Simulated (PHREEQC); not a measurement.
0.082 g of hydrous ferric oxide (600 m²/g; 0.2 weak and 0.005 strong sites per Fe, Dzombak-Morel constants, diffuse double layer) in 1 kg of water with 0.01 mol/kgw of an inert sodium salt and 0.0023 mmol/kgw BaCl2 and 0.00043 mmol/kgw SrCl2, at 25 °C; the pH is set by adding NaOH or the inert anion's acid. O2 is buffered at 0.21 atm. The system is closed to CO2. Nothing may precipitate in this run.

The series has 13 steps of pH, from 4 to 10.

The numbers come from PHREEQC with the ion-association model, wateq4f.dat.

Q: Near which pH is half of the Ba sorbed, and on which side is more sorbed?

A: Near pH 8.3, with more sorbed at higher pH.

Q: Near which pH is half of the Sr sorbed, and on which side is more sorbed?

A: Near pH 8.6, with more sorbed at higher pH.
